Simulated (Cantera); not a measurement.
A freely propagating, adiabatic, planar premixed flame of H₂ : O₂ : N₂ : H₂O = 1 : 0.633 : 2.38 : 0.02 (molar parts), unburnt at 350 K and 825 Torr; mixture-averaged transport, grid criteria slope 0.08 and curve 0.16, no radiation.

Computed with Cantera and the H2/O2 subset of GRI-Mech 3.0, which has no nitrogen chemistry. Burning velocities carry a grid error of a few per cent, more on coarse grids.

x: mole fraction of selected species; z is measured from the peak of heat release.

```json
[
 {"z (mm)": "-0.944", "T (K)": "350", "u (m/s)": "2.07", "x H₂": "0.248", "x O₂": "0.157", "x H₂O": "0.00496", "x HO₂": "<1e-8", "x OH": "<1e-8", "x O": "<1e-8"},
 {"z (mm)": "-0.629", "T (K)": "350", "u (m/s)": "2.07", "x H₂": "0.248", "x O₂": "0.157", "x H₂O": "0.00496", "x HO₂": "<1e-8", "x OH": "<1e-8", "x O": "<1e-8"},
 {"z (mm)": "-0.472", "T (K)": "350", "u (m/s)": "2.07", "x H₂": "0.248", "x O₂": "0.157", "x H₂O": "0.00496", "x HO₂": "1.96e-8", "x OH": "<1e-8", "x O": "<1e-8"},
 {"z (mm)": "-0.315", "T (K)": "351", "u (m/s)": "2.07", "x H₂": "0.246", "x O₂": "0.157", "x H₂O": "0.00498", "x HO₂": "4.73e-7", "x OH": "<1e-8", "x O": "1.74e-8"},
 {"z (mm)": "-0.157", "T (K)": "382", "u (m/s)": "2.21", "x H₂": "0.229", "x O₂": "0.160", "x H₂O": "0.00641", "x HO₂": "0.000104", "x OH": "7.74e-6", "x O": "1.49e-6"},
 {"z (mm)": "-0.0787", "T (K)": "649", "u (m/s)": "3.62", "x H₂": "0.185", "x O₂": "0.156", "x H₂O": "0.0309", "x HO₂": "0.000400", "x OH": "0.000777", "x O": "0.000126"},
 {"z (mm)": "0", "T (K)": "1085", "u (m/s)": "5.90", "x H₂": "0.116", "x O₂": "0.127", "x H₂O": "0.101", "x HO₂": "0.000154", "x OH": "0.00191", "x O": "0.00222"},
 {"z (mm)": "0.0787", "T (K)": "1401", "u (m/s)": "7.54", "x H₂": "0.0551", "x O₂": "0.0832", "x H₂O": "0.179", "x HO₂": "7.71e-5", "x OH": "0.00583", "x O": "0.00699"},
 {"z (mm)": "0.157", "T (K)": "1578", "u (m/s)": "8.46", "x H₂": "0.0293", "x O₂": "0.0592", "x H₂O": "0.218", "x HO₂": "4.65e-5", "x OH": "0.00950", "x O": "0.00922"},
 {"z (mm)": "0.315", "T (K)": "1751", "u (m/s)": "9.33", "x H₂": "…", "x O₂": "…", "x H₂O": "0.238", "x HO₂": "…", "x OH": "0.0122", "x O": "…"},
 {"z (mm)": "0.629", "T (K)": "1903", "u (m/s)": "10.1", "x H₂": "0.0149", "x O₂": "0.0445", "x H₂O": "0.251", "x HO₂": "1.81e-5", "x OH": "0.0127", "x O": "0.00592"},
 {"z (mm)": "1.26", "T (K)": "2022", "u (m/s)": "10.6", "x H₂": "…", "x O₂": "0.0417", "x H₂O": "0.263", "x HO₂": "…", "x OH": "…", "x O": "…"},
 {"z (mm)": "2.52", "T (K)": "2101", "u (m/s)": "11.0", "x H₂": "0.00525", "x O₂": "0.0402", "x H₂O": "0.272", "x HO₂": "5.60e-6", "x OH": "0.00894", "x O": "0.00178"}
]
```

Q: What belongs in the gaps?

A: 
- 0.315, x H₂: 0.0196
- 0.315, x O₂: 0.0485
- 0.315, x HO₂: 2.89e-5
- 0.315, x O: 0.00847
- 1.26, x H₂: 0.00970
- 1.26, x HO₂: 1.03e-5
- 1.26, x OH: 0.0114
- 1.26, x O: 0.00349
